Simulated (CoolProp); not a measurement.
Properties of R114 along the isobar 101 kPa.

Model: reference Helmholtz-energy equation of state, Platzer 1990, in CoolProp. This equation is an older, rougher fit.

```
T (°C)  phase  speed of sound (m/s)  expansivity (1/kK)  fugacity coefficient
------  -----  --------------------  ------------------  --------------------
39.55     gas                 124.9               3.468                0.9746
58.25     gas                 128.9               3.228                0.9786
76.95     gas                 132.8               3.024                0.9819
95.75     gas                 136.6               2.847                0.9846
114.45    gas                 140.2               2.692                0.9868
133.15    gas                 143.6               2.554                0.9886
151.95    gas                 147.0               2.431                0.9902
170.65    gas                 150.3               2.320                0.9915
189.35    gas                 153.6               2.219                0.9926
208.15    gas                 156.7               2.127                0.9936
226.85    gas                 159.8               2.042                0.9944
```
